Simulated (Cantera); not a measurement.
**Low-pressure radical oxidation in H2/O2**

An isothermal, constant-pressure homogeneous reactor starts with H2 : O2 = 0.025 : 1 (molar parts), equivalence ratio 0.013, at 1225 K and 10.00 Torr.

Cantera simulation using the H2/O2 subset of GRI-Mech 3.0, which has no nitrogen chemistry; the numbers are that mechanism's predictions, not measurements. Radical loss at walls, strong at low pressure, is not modelled.

```json
[
 {"t (s)": "4.00e-5", "x H2": "0.0244", "x O2": "0.976", "x OH": "5.03e-10", "x H2O2": "<1e-12", "x H2O": "5.68e-11", "x HO2": "1.39e-9", "x O": "5.29e-10"},
 {"t (s)": "0.000126", "x H2": "0.0244", "x O2": "0.976", "x OH": "3.07e-9", "x H2O2": "<1e-12", "x H2O": "1.18e-9", "x HO2": "4.40e-9", "x O": "3.55e-9"},
 {"t (s)": "0.000400", "x H2": "0.0244", "x O2": "0.976", "x OH": "2.15e-8", "x H2O2": "6.73e-12", "x H2O": "2.36e-8", "x HO2": "1.40e-8", "x O": "2.90e-8"},
 {"t (s)": "0.00126", "x H2": "0.0244", "x O2": "0.976", "x OH": "1.11e-6", "x H2O2": "6.76e-11", "x H2O": "1.94e-6", "x HO2": "4.84e-8", "x O": "1.59e-6"},
 {"t (s)": "0.00400", "x H2": "0.00411", "x O2": "0.959", "x OH": "0.00387", "x H2O2": "1.50e-7", "x H2O": "0.0167", "x HO2": "2.45e-6", "x O": "0.0132"},
 {"t (s)": "0.0126", "x H2": "0.000213", "x O2": "0.956", "x OH": "0.00188", "x H2O2": "4.20e-8", "x H2O": "0.0223", "x HO2": "1.75e-6", "x O": "0.0175"},
 {"t (s)": "0.0400", "x H2": "0.000160", "x O2": "0.961", "x OH": "0.00164", "x H2O2": "4.15e-8", "x H2O": "0.0229", "x HO2": "1.57e-6", "x O": "0.0129"},
 {"t (s)": "0.126", "x H2": "7.58e-5", "x O2": "0.969", "x OH": "0.00113", "x H2O2": "3.77e-8", "x H2O": "0.0238", "x HO2": "1.14e-6", "x O": "0.00595"},
 {"t (s)": "0.400", "x H2": "1.80e-5", "x O2": "0.974", "x OH": "0.000553", "x H2O2": "2.58e-8", "x H2O": "0.0244", "x HO2": "5.41e-7", "x O": "0.00139"},
 {"t (s)": "1.26", "x H2": "2.68e-6", "x O2": "0.975", "x OH": "0.000215", "x H2O2": "1.11e-8", "x H2O": "0.0246", "x HO2": "1.54e-7", "x O": "0.000208"},
 {"t (s)": "4.00", "x H2": "3.87e-7", "x O2": "0.975", "x OH": "8.18e-5", "x H2O2": "3.31e-9", "x H2O": "0.0246", "x HO2": "3.37e-8", "x O": "3.00e-5"}
]
```
x: mole fraction; the columns are a selection and need not sum to one.

Equilibrium at this temperature and pressure: H2 4.61e-9, O2 0.975, OH 8.99e-6, H2O2 8.40e-11, H2O 0.0247, HO2 9.41e-9, O 3.62e-7 (gas phase only).
